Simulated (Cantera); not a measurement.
Input: 1 mol borazine, 3.6 mol O2, 1.3 mol N2, equilibrated at 1750 K and 10000 Pa.

Equilibrium computed with Cantera from the NASA thermochemical tables; the gas is ideal and each condensed phase is pure. Candidate condensed phases: B, BN, B2O3, B3O3H3, H2O; 39 gas species. The feed counts by its element totals alone. Rates play no part.

Base state: N2 0.412, H2O 0.267, HBO2 0.259, H2 0.0440, B2O3 0.0167, H 0.000154, (HBO2)3 0.000116, HBO 8.79e-5 (mole fractions); condensed: B2O3(l).

Question: What changes in the equilibrium state with this change: temperature from 1750 K to 1475 K?

Answer: 
```json
[
 {"species": "N2", "before": "0.412", "after": "0.473"},
 {"species": "H2O", "before": "0.267", "after": "0.435"},
 {"species": "H2", "before": "0.0440", "after": "0.0507"},
 {"species": "HBO2", "before": "0.259", "after": "0.0404"},
 {"species": "B2O3", "before": "0.0167", "after": "0.000129"},
 {"species": "BO2", "before": "6.48e-5", "after": "2.39e-7"},
 {"species": "HBO", "before": "8.79e-5", "after": "2.19e-6"},
 {"species": "OH", "before": "5.50e-5", "after": "2.08e-6"},
 {"species": "B2O3(l), mol", "before": "0.504", "after": "1.38"}
]
```
Gases not in the tables: H3BO3.

Question: What changes in the equilibrium state with this change: temperature from 1750 K to 1125 K?

Answer: 
| species | before | after |
|---|---|---|
| N2 | 0.412 | 0.483 |
| H2O | 0.267 | 0.463 |
| H2 | 0.0440 | 0.0517 |
| HBO2 | 0.259 | 0.000570 |
| B2O3 | 0.0167 | 6.67e-9 |
| (HBO2)3 | 0.000116 | 0.00157 |
| BO2 | 6.48e-5 | <1e-9 |
| HBO | 8.79e-5 | 1.54e-9 |
| OH | 5.50e-5 | 1.49e-9 |
| B2O3(l), mol | 0.504 | 1.48 |
Gases not in the tables: H3BO3.
